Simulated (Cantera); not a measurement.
A Cantera script and its output.

```python
import numpy as np
import cantera as ct

gas = ct.Solution("gri30.yaml")
gas.TPX = 625, 100000, {'CH4': 1, 'O2': 2.9, 'N2': 13.3, 'H2O': 0.24}
flame = ct.FreeFlame(gas, width=0.04)
flame.set_refine_criteria(ratio=3, slope=0.08, curve=0.16)
flame.transport_model = "mixture-averaged"
flame.solve(loglevel=0, auto=True)
z, T = flame.grid, flame.T
thick = (T[-1] - T[0]) / np.gradient(T, z).max()
show = ['CH4', 'O2', 'HCN', 'NO', 'CH2', 'C2H6']
print(f"laminar burning velocity  {flame.velocity[0] * 100:.3f} cm/s")
print(f"burnt temperature         {T[-1]:.1f} K")
print(f"thermal thickness         {thick * 1e3:.4f} mm")
print(f"grid points               {len(z)}")
z0 = z[flame.heat_release_rate.argmax()]
print(f"{'z/mm':>9s}{'T/K':>9s}{'u/(m/s)':>9s}" + "".join(f"{s:>11s}" for s in show))
rows = []
for k in (-3, -2, -1.5, -1, -0.5, -0.25, 0, 0.25, 0.5, 1, 2, 4, 8):
    zz = z0 + k * thick
    rows.append([k * thick, np.interp(zz, z, T), np.interp(zz, z, flame.velocity),
                 *(np.interp(zz, z, flame.X[gas.species_index(s)]) for s in show)])
    print(f"{rows[-1][0] * 1e3:9.3f}{rows[-1][1]:9.1f}{rows[-1][2]:9.3f}" + "".join(f"{x:11.3e}" for x in rows[-1][3:]))
```

Output:

```
laminar burning velocity  59.875 cm/s
burnt temperature         1880.7 K
thermal thickness         0.5596 mm
grid points               131
     z/mm      T/K  u/(m/s)        CH4         O2        HCN         NO        CH2       C2H6
   -1.679    625.6    0.600  5.726e-02  1.662e-01  2.177e-11  2.337e-10  1.468e-17  9.721e-08
   -1.119    630.5    0.605  5.688e-02  1.657e-01  2.900e-10  2.412e-09  9.426e-15  1.501e-06
   -0.839    643.4    0.618  5.600e-02  1.647e-01  1.234e-09  9.128e-09  3.568e-13  6.983e-06
   -0.560    701.4    0.676  5.239e-02  1.602e-01  7.332e-09  5.125e-08  4.268e-11  4.691e-05
   -0.280    964.8    0.935  3.691e-02  1.378e-01  5.213e-08  4.049e-07  3.550e-08  3.360e-04
   -0.140   1241.8    1.208  2.065e-02  1.115e-01  1.210e-07  9.071e-07  1.460e-06  4.129e-04
    0.000   1524.9    1.487  4.887e-03  8.050e-02  2.268e-07  1.733e-06  1.104e-05  4.836e-05
    0.140   1649.7    1.605  3.128e-04  6.372e-02  1.624e-07  2.745e-06  2.189e-06  1.474e-07
    0.280   1699.3    1.647  1.178e-05  5.834e-02  5.478e-08  3.542e-06  1.078e-07  1.862e-10
    0.560   1759.0    1.698  2.647e-08  5.482e-02  5.478e-09  4.625e-06  3.188e-10  2.532e-15
    1.119   1816.4    1.748  7.038e-13  5.283e-02  1.188e-10  5.850e-06  1.075e-14  8.130e-23
    2.238   1854.7    1.781  1.023e-18  5.198e-02  9.158e-13  6.964e-06  1.377e-18  7.798e-30
    4.477   1872.7    1.796  3.021e-20  5.175e-02  1.369e-14  7.771e-06  3.618e-20 -2.173e-31
```

Computed with Cantera and GRI-Mech 3.0 (53 species, 325 reactions). Burning velocities carry a grid error of a few per cent, more on coarse grids.
